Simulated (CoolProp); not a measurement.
A single-stage vapour-compression cycle with R1233zd(E): evaporating at 315.15 K (dew point), condensing at 363.15 K (bubble point), superheat 8 K, subcooling 5 K, compressor efficiency 0.7, no pressure losses. Each further row changes one setting.

Values from CoolProp's reference Helmholtz-energy equation of state, Akasaka 2022.

```tsv
case	cooling COP	pressure ratio	discharge temperature (K)	refrigerating effect (kJ/kg)	volumetric capacity (kJ/m³)
as stated	___	3.63	374.5	134	1600
evaporating temperature 320.15 K	4.38	3.11	373.9	137	1910
condensing temperature 358.15 K	4.35	3.23	369.5	140	1680
subcooling 10 K	3.96	3.63	374.5	140	1680
superheat 18 K	3.85	3.63	384.7	___	1640
compressor efficiency 0.6	3.23	3.63	___	134	1600
```

Problem. Fill in the missing entries.

Solution. 
- as stated, cooling COP: 3.77
- superheat 18 K, refrigerating effect (kJ/kg): 142
- compressor efficiency 0.6, discharge temperature (K): 380.4
